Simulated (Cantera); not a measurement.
An isothermal, constant-pressure homogeneous reactor starts with 7.14 % C2H6, 92.9 % N2, at 1150 K and 890 Pa.

Model: GRI-Mech 3.0 (53 species, 325 reactions), integrated in Cantera. GRI-Mech 3.0 stops at C3 and has no aromatics, soot or wall deposition, so with more carbon than oxygen in the feed, carbon stays in small species such as C2H2 where larger ones or solid carbon would form. Radical loss at walls, strong at low pressure, is not modelled.

x: mole fraction; the columns are a selection and need not sum to one.

| t (s) | x C2H6 | x C2H2 | x C2H4 | x H2 | x CH4 |
|---|---|---|---|---|---|
| 3.00e-5 | 0.0714 | <1e-12 | 1.83e-12 | 2.39e-12 | 1.50e-10 |
| 7.44e-5 | 0.0714 | <1e-12 | 2.61e-11 | 1.76e-11 | 9.21e-10 |
| 0.000185 | 0.0714 | <1e-12 | 3.82e-10 | 2.30e-10 | 5.64e-9 |
| 0.000458 | 0.0714 | <1e-12 | 5.65e-9 | 4.21e-9 | 3.44e-8 |
| 0.00114 | 0.0714 | <1e-12 | 8.38e-8 | 7.34e-8 | 2.08e-7 |
| 0.00282 | 0.0714 | 1.87e-12 | 1.22e-6 | 1.15e-6 | 1.22e-6 |
| 0.00698 | 0.0714 | 2.90e-10 | (withheld) | (withheld) | (withheld) |
| 0.0173 | 0.0712 | 3.52e-8 | 0.000188 | 0.000183 | 3.29e-5 |
| 0.0430 | 0.0699 | 1.78e-6 | 0.00127 | 0.00122 | 0.000168 |
| 0.107 | 0.0652 | (withheld) | (withheld) | (withheld) | (withheld) |
| 0.264 | 0.0536 | 0.000292 | 0.0148 | 0.0143 | 0.00255 |
| 0.655 | 0.0310 | 0.00172 | 0.0325 | 0.0327 | 0.00666 |
| 1.63 | 0.00675 | 0.00703 | 0.0471 | 0.0552 | 0.0121 |
| 4.03 | 0.000633 | 0.0148 | 0.0441 | 0.0670 | 0.0133 |
| 10.0 | 7.24e-5 | 0.0207 | 0.0383 | 0.0731 | 0.0133 |

Task: What belongs in the gaps?

Result: 
- 0.00698, x C2H4: 1.68e-5
- 0.00698, x H2: 1.64e-5
- 0.00698, x CH4: 6.66e-6
- 0.107, x C2H2: 3.31e-5
- 0.107, x C2H4: 0.00520
- 0.107, x H2: 0.00493
- 0.107, x CH4: 0.000779
